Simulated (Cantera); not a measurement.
Cantera run, input and output.

```python
import numpy as np
import cantera as ct

gas = ct.Solution("gri30.yaml")
gas.TPX = 325, 100000, {'CH4': 1, 'O2': 1.67, 'N2': 6.27, 'H2O': 0.24}
flame = ct.FreeFlame(gas, width=0.04)
flame.set_refine_criteria(ratio=3, slope=0.08, curve=0.16)
flame.transport_model = "unity-Lewis-number"
flame.solve(loglevel=0, auto=True)
z, T = flame.grid, flame.T
thick = (T[-1] - T[0]) / np.gradient(T, z).max()
show = ['CH4', 'O2', 'H2O', 'HO2', 'CH2CO', 'NO']
print(f"laminar burning velocity  {flame.velocity[0] * 100:.3f} cm/s")
print(f"burnt temperature         {T[-1]:.1f} K")
print(f"thermal thickness         {thick * 1e3:.4f} mm")
print(f"grid points               {len(z)}")
z0 = z[flame.heat_release_rate.argmax()]
print(f"{'z/mm':>9s}{'T/K':>9s}{'u/(m/s)':>9s}" + "".join(f"{s:>11s}" for s in show))
rows = []
for k in (-3, -2, -1.5, -1, -0.5, -0.25, 0, 0.25, 0.5, 1, 2, 4, 8):
    zz = z0 + k * thick
    rows.append([k * thick, np.interp(zz, z, T), np.interp(zz, z, flame.velocity),
                 *(np.interp(zz, z, flame.X[gas.species_index(s)]) for s in show)])
    print(f"{rows[-1][0] * 1e3:9.3f}{rows[-1][1]:9.1f}{rows[-1][2]:9.3f}" + "".join(f"{x:11.3e}" for x in rows[-1][3:]))
```

It prints:

```
laminar burning velocity  21.990 cm/s
burnt temperature         2106.1 K
thermal thickness         0.6806 mm
grid points               144
     z/mm      T/K  u/(m/s)        CH4         O2        H2O        HO2      CH2CO         NO
   -2.042    325.3    0.220  1.089e-01  1.819e-01  2.617e-02  8.808e-09  2.126e-08  2.867e-09
   -1.361    328.7    0.222  1.087e-01  1.816e-01  2.648e-02  1.280e-07  3.063e-07  4.185e-08
   -1.021    347.6    0.235  1.075e-01  1.799e-01  2.820e-02  8.049e-07  1.882e-06  2.701e-07
   -0.681    488.1    0.332  9.865e-02  1.669e-01  4.128e-02  6.234e-06  1.384e-05  2.496e-06
   -0.340   1018.1    0.702  6.173e-02  1.131e-01  9.564e-02  2.542e-05  6.434e-05  1.628e-05
   -0.170   1435.7    1.004  3.018e-02  6.679e-02  1.422e-01  4.717e-05  1.057e-04  2.967e-05
    0.000   1823.3    1.294  3.726e-03  2.100e-02  1.853e-01  2.052e-05  5.382e-05  4.638e-05
    0.170   1941.3    1.379  5.053e-05  5.587e-03  1.954e-01  2.549e-06  1.719e-06  6.491e-05
    0.340   1975.0    1.400  5.032e-07  3.282e-03  1.963e-01  1.542e-06  3.270e-08  7.284e-05
    0.681   2014.0    1.423  4.218e-10  2.013e-03  1.987e-01  9.544e-07  8.428e-11  7.770e-05
    1.361   2052.0    1.446  9.781e-14  1.018e-03  2.020e-01  4.807e-07  2.570e-14  8.065e-05
    2.723   2080.3    1.462  2.430e-14  3.962e-04  2.047e-01  1.810e-07  9.242e-17  8.278e-05
    5.445   2096.6    1.472  3.617e-14  1.275e-04  2.062e-01  5.130e-08  8.782e-17  8.417e-05
```

Detailed kinetics in Cantera: GRI-Mech 3.0 (53 species, 325 reactions). Unity Lewis numbers drop preferential diffusion, which matters most where H2 and H carry the flame. Burning velocities carry a grid error of a few per cent, more on coarse grids.
